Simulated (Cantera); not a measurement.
Feed: 1 mol Si₃N₄, 1.1 mol N₂O, a varied amount of N₂, equilibrated at 0.450 Torr.

Cantera equilibrium calculation (NASA polynomials, part measured and part estimated; ideal gas, pure solids and liquids). Candidate condensed phases: Si, SiO₂, Si₂N₂O, Si₃N₄; 16 gas species. Mutual solubility and eutectic melting of coexisting phases are not modelled. Equilibrium is a limit: real reactors are often held back by kinetics, nucleation or transport.

Stable condensed phases, one row left out:

```
T in K \ n(N₂) in mol
          26  33  43  56  72  94 120 160
   2223    A   A   A   A   A   A   A   A
   2123    A   A   A   A   A   A   A   A
   2023    A   A   A   A   A   A   A   A
   1923    B   B   B   B   A   A   A   A
   1723    B   B   B   B   B   B   B   B
   1623    C   C   C   D   D   D   D   D
   1523    C   C   C   C   C   C   C   C
   1423    C   C   C   C   C   C   C   C
   1323    C   C   C   C   C   C   C   C
   1223    C   C   C   C   C   C   C   C
   1123    C   C   C   C   C   C   C   C
   1023    C   C   C   C   C   C   C   C
```

A: gas only; B: Si; C: Si₂N₂O + Si₃N₄; D: Si₃N₄.

Question: Give the row for 1823 K.

Answer: 26: Si; 33: Si; 43: Si; 56: Si; 72: Si; 94: Si; 120: Si; 160: Si.
